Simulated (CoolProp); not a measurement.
Vapour-liquid equilibrium of dimethyl carbonate (1) + n-nonane (2) at 0.623 MPa; x and y are mole fractions of (1).

The numbers come from the multi-fluid Helmholtz-energy mixture model, Zhou 2011 and Lemmon 2006; pair parameters Bell 2016 in CoolProp.

```csv
x,bubble temperature (K),y at the bubble point,dew temperature at overall composition x (K),liquid density (mol/L)
0.05,496.6,0.200,505.8,4.253
0.15,476.5,0.484,499.8,4.660
0.25,462.5,0.641,493.4,5.049
0.35,453.4,0.730,486.6,5.439
0.45,447.4,0.784,479.2,5.851
0.55,443.3,0.822,470.9,6.307
0.65,440.3,0.853,461.7,6.831
0.75,437.9,0.883,451.2,7.449
0.85,435.8,0.918,440.6,8.191
0.95,434.0,0.966,434.5,9.093
```

No azeotrope shows between x = 0.05 and 0.95.

The pair parameters rest on a limited set of measurements; away from them the model extrapolates.
